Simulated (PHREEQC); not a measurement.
## Metal-bearing waste water: speciation

Dissolve 0.004 mol MnSO4 and 0.079 mol Na2SO4 per kg of water at 35 °C. Closed to the air; pH follows from the charge balance.

The numbers come from PHREEQC with the ion-association model, wateq4f.dat.

Each row changes one thing in this solution. This is a speciation only: nothing precipitates in the calculation.

| case | pH | ionic strength (mol/kgw) | SO4-2 (mol/kgw) | MnSO4 (mol/kgw) | Mn+2 (mol/kgw) | HSO4- (mol/kgw) |
|---|---|---|---|---|---|---|
| as made | 6.89 | 0.216 | 0.0666 | 0.00217 | 0.00183 | 4.07e-7 |
| Na2SO4 left out | 6.48 | 0.0126 | 0.00314 | 0.000861 | 0.00314 | 9.04e-8 |
| Na2SO4 replaced by CuSO4 at the same molality | 4.46 | 0.173 | 0.0432 | 0.00190 | 0.00210 | 7.56e-5 |
| 0.0018 mol/kgw NaOH added | 10.46 | 0.217 | 0.0670 | 0.00165 | 0.00139 | 1.11e-10 |
| Na2SO4 from 0.079 to 0.118 mol/kgw | 6.94 | 0.310 | 0.0941 | 0.00225 | 0.00175 | 4.61e-7 |
| diluted 100-fold with water | 6.84 | 0.00250 | 0.000820 | 4.06e-6 | 3.59e-5 | 1.22e-8 |
| Na2SO4 from 0.079 to 0.0869 mol/kgw | 6.90 | 0.235 | 0.0723 | 0.00219 | 0.00181 | 4.19e-7 |
